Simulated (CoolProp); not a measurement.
Computed with CoolProp (reference Helmholtz-energy equation of state, Thol 2018).

Problem. Give the vapour pressure (MPa), liquid density (kg/m³), vapour density (kg/m³), enthalpy of vaporisation (kJ/kg) of saturated hydrogen chloride at -55.05, -43.15, -19.45 °C.

Solution. 
```csv
T (°C),p (MPa),liquid density (kg/m³),vapour density (kg/m³),enthalpy of vaporisation (kJ/kg)
-55.05,0.430,1110,9.38,408
-43.15,0.683,1070,14.6,392
-19.45,1.50,999,31.5,352
```
